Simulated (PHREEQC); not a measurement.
**Metal-bearing waste water: speciation**

Make-up at 25 °C: 40 mmol/kgw FeSO4, 53 mmol/kgw CaCl2 and 5.4 mmol/kgw NaCl. Closed to the air; pH follows from the charge balance.

Model: ion-association model, wateq4f.dat, run in PHREEQC.

Each row changes one thing in this solution. This is a speciation only: nothing precipitates in the calculation.

```json
[
 {"case": "as made", "pH": "5.86", "ionic strength (mol/kgw)": "0.239", "Ca+2 (mol/kgw)": "0.0406", "SO4-2 (mol/kgw)": "0.0192", "CaSO4 (mol/kgw)": "0.0124", "NaSO4- (mol/kgw)": "0.000138", "SI of Gypsum (CaSO4:2H2O)": "+0.39", "SI of Halite (NaCl)": "-5.11"},
 {"case": "diluted 10-fold with water", "pH": "6.13", "ionic strength (mol/kgw)": "0.0274", "Ca+2 (mol/kgw)": "0.00456", "SO4-2 (mol/kgw)": "0.00275", "CaSO4 (mol/kgw)": "0.000738", "NaSO4- (mol/kgw)": "3.98e-6", "SI of Gypsum (CaSO4:2H2O)": "-0.85", "SI of Halite (NaCl)": "-6.94"},
 {"case": "0.024 mol/kgw HBr added", "pH": "[?]", "ionic strength (mol/kgw)": "0.261", "Ca+2 (mol/kgw)": "0.0423", "SO4-2 (mol/kgw)": "0.0153", "CaSO4 (mol/kgw)": "0.00966", "NaSO4- (mol/kgw)": "0.000107", "SI of Gypsum (CaSO4:2H2O)": "+0.29", "SI of Halite (NaCl)": "-5.11"},
 {"case": "CaCl2 from 0.053 to 0.0265 mol/kgw", "pH": "5.87", "ionic strength (mol/kgw)": "0.168", "Ca+2 (mol/kgw)": "0.0186", "SO4-2 (mol/kgw)": "0.0210", "CaSO4 (mol/kgw)": "0.00789", "NaSO4- (mol/kgw)": "0.000171", "SI of Gypsum (CaSO4:2H2O)": "+0.19", "SI of Halite (NaCl)": "-5.37"},
 {"case": "diluted 5-fold with water", "pH": "6.04", "ionic strength (mol/kgw)": "0.0524", "Ca+2 (mol/kgw)": "0.00879", "SO4-2 (mol/kgw)": "0.00492", "CaSO4 (mol/kgw)": "0.00181", "NaSO4- (mol/kgw)": "[?]", "SI of Gypsum (CaSO4:2H2O)": "-0.46", "SI of Halite (NaCl)": "-6.38"},
 {"case": "FeSO4 replaced by Li2SO4 at the same molality", "pH": "7.06", "ionic strength (mol/kgw)": "0.221", "Ca+2 (mol/kgw)": "0.0383", "SO4-2 (mol/kgw)": "0.0229", "CaSO4 (mol/kgw)": "0.0147", "NaSO4- (mol/kgw)": "0.000169", "SI of Gypsum (CaSO4:2H2O)": "+0.47", "SI of Halite (NaCl)": "[?]"},
 {"case": "FeSO4 from 0.04 to 0.08 mol/kgw", "pH": "5.82", "ionic strength (mol/kgw)": "0.313", "Ca+2 (mol/kgw)": "[?]", "SO4-2 (mol/kgw)": "0.0381", "CaSO4 (mol/kgw)": "0.0177", "NaSO4- (mol/kgw)": "0.000244", "SI of Gypsum (CaSO4:2H2O)": "+0.56", "SI of Halite (NaCl)": "-5.14"},
 {"case": "CaCl2 from 0.053 to 0.0053 mol/kgw", "pH": "5.89", "ionic strength (mol/kgw)": "0.116", "Ca+2 (mol/kgw)": "0.00329", "SO4-2 (mol/kgw)": "0.0236", "CaSO4 (mol/kgw)": "0.00201", "NaSO4- (mol/kgw)": "0.000216", "SI of Gypsum (CaSO4:2H2O)": "-0.41", "SI of Halite (NaCl)": "-5.90"}
]
```

Some entries are withheld; supply them.


- 0.024 mol/kgw HBr added, pH: 1.91
- diluted 5-fold with water, NaSO4- (mol/kgw): 1.19e-5
- FeSO4 replaced by Li2SO4 at the same molality, SI of Halite (NaCl): -5.10
- FeSO4 from 0.04 to 0.08 mol/kgw, Ca+2 (mol/kgw): 0.0353

Some of these states are supersaturated (in Gypsum, for instance).
